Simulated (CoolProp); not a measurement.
Properties of hydrogen chloride along the isobar 12000 kPa (Tc = 51.5 °C, pc = 8314 kPa, ω = 0.130).

Computed with CoolProp (reference Helmholtz-energy equation of state, Thol 2018).

```csv
T (°C),phase,density (kg/m³),speed of sound (m/s),Joule-Thomson coefficient (K/MPa)
-75.25,liquid,1177,1099,[?]
-33.35,liquid,1070,[?],-0.2103
8.55,liquid,939.0,698.7,0.05276
50.45,liquid,731.9,[?],1.113
92.35,supercritical,[?],282.7,6.085
134.25,supercritical,174.9,330.1,5.714
176.15,supercritical,142.3,[?],4.998
218.05,supercritical,122.5,[?],[?]
```

Complete the blanks.


- -75.25, Joule-Thomson coefficient (K/MPa): -0.3116
- -33.35, speed of sound (m/s): 909.8
- 50.45, speed of sound (m/s): 427.7
- 92.35, density (kg/m³): 256.4
- 176.15, speed of sound (m/s): 362.1
- 218.05, speed of sound (m/s): 387.7
- 218.05, Joule-Thomson coefficient (K/MPa): 4.350
